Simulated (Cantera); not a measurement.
Input: 1 mol N2O, 0.099 mol SO2, held at 625 K and 98.0 bar.

Equilibrium computed with Cantera from the NASA thermochemical tables; the gas is ideal and each condensed phase is pure. Candidate condensed phases: S; 17 gas species. The ideal-gas law is rough above about 30 bar. Equilibrium is a limit: real reactors are often held back by kinetics, nucleation or transport.

Base state: N2 0.645, O2 0.291, SO3 0.0639 (mole fractions); condensed: gas only.

**Question.** What changes in the equilibrium state with this change: SO2 from 0.099 to 0.031 mol?

**Answer.** 
```csv
species,before,after
N2,0.645,0.660
O2,0.291,0.320
SO3,0.0639,0.0205
```

**Question.** What changes in the equilibrium state with this change: SO2 from 0.099 to 0.35 mol?

**Answer.** 
```
species   before    after
-------  -------  -------
N2         0.645    0.597
SO3       0.0639    0.209
O2         0.291    0.194
SO2      5.45e-6  2.18e-5
```
